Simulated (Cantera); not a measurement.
Equilibrium for aluminium nitride and oxide growth: Al + N2

Input: 1 mol Al, 1.4 mol N2, at 1923 K and 0.220 bar.

Cantera equilibrium calculation (NASA polynomials, part measured and part estimated; ideal gas, pure solids and liquids). Candidate condensed phases: Al, AlN; 5 gas species. Rates play no part.

x(N2): 1.000
x(Al): 4.35e-5
n(AlN(s)): 1.000 mol
gas amount: 0.9001 mol
log10 activity of Al(l) (absent): -2.48
